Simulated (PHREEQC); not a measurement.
# Spent oxide etchant (model solution)

Solution (20 °C): 0.026 mol NH4HF2, 0.00044 mol H2SiF6, 0.0064 mol HBF4 and 0.001 mol HCl per kg of water. It is in equilibrium with CO2 at log p = -3.4 (atm). Otherwise closed; pH follows from the charge balance.

Computed with PHREEQC (ion-association model, wateq4f.dat).

Precipitation was switched off in this run.

**Question.** Estimate the pH, ionic strength.

**Answer.** pH 2.88; ionic strength 0.0279 mol/kgw.

**Question.** In which forms is F present?

**Answer.** HF 33 %, BF4- 31 %, F- 22 %, H2F2 5.6 %, HF2- 4.3 %, SiF6-2 3.3 % of the F.

Complexes and solids missing from the database can't appear. wateq4f.dat counts part of the HF as a dimer, H2F2, which phreeqc.dat doesn't know; its constant is uncertain. SiF6-2 is the database's only silicon fluoride. Real BF4- forms and hydrolyses slowly; the run takes it at equilibrium.
